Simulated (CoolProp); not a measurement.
A simple Rankine cycle with R1336mzz(E): condensing at 324.15 K, boiler at 1.39 MPa, turbine inlet 374.8 K, turbine efficiency 0.75, pump efficiency 0.8, no recuperator. Each further row changes one setting.

Values from CoolProp's reference Helmholtz-energy equation of state, Akasaka 2023.

```csv
case,thermal efficiency (%),net work (kJ/kg),heat in (kJ/kg),turbine exit temperature (K),volume ratio over the turbine
as stated,7.2,11.5,159,343.9,___
turbine inlet 394.8 K,7.2,___,___,366.2,3.44
condensing temperature 316.15 K,8.4,14.1,169,___,4.68
boiler pressure 0.973 MPa,5.3,8.81,___,___,2.33
turbine efficiency 0.65,6.2,9.83,159,345.7,___
```

### Question
What belongs in the gaps?

### Answer

- as stated, volume ratio over the turbine: 3.65
- turbine inlet 394.8 K, net work (kJ/kg): 13.0
- turbine inlet 394.8 K, heat in (kJ/kg): 181
- condensing temperature 316.15 K, turbine exit temperature (K): 339.1
- boiler pressure 0.973 MPa, heat in (kJ/kg): 167
- boiler pressure 0.973 MPa, turbine exit temperature (K): 356.2
- turbine efficiency 0.65, volume ratio over the turbine: 3.68
